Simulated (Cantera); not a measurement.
A perfectly stirred reactor is fed with CH4 : N2 = 1 : 27 (molar parts), at 56.3 Torr; it is held at 1400 K, and followed from long to short residence time.

Computed with Cantera and GRI-Mech 3.0 (53 species, 325 reactions). GRI-Mech 3.0 stops at C3 and has no aromatics, soot or wall deposition, so with more carbon than oxygen in the feed, carbon stays in small species such as C2H2 where larger ones or solid carbon would form.

Problem. What does this change do: temperature 1400 to 1425 K?

Solution. 
| quantity | before | after |
|---|---|---|
| x(CH4) at τ = 12.0 s | 0.0284 | 0.0249 |
| x(C2H4) at τ = 12.0 s | 0.000213 | 0.000185 |
| x(H2) at τ = 12.0 s | 0.0103 | 0.0155 |
| x(CH2) at τ = 12.0 s | 1.38e-9 | 2.29e-9 |
| x(CH3) at τ = 12.0 s | 3.35e-5 | 3.98e-5 |
| x(CH4) at τ = 57.0 ms | 0.0357 | 0.0357 |
| x(C2H4) at τ = 57.0 ms | 9.83e-7 | 3.06e-6 |
| x(H2) at τ = 57.0 ms | 7.64e-6 | 1.65e-5 |
| x(CH2) at τ = 57.0 ms | 8.76e-11 | 2.70e-10 |
| x(CH3) at τ = 57.0 ms | 9.32e-6 | 1.62e-5 |
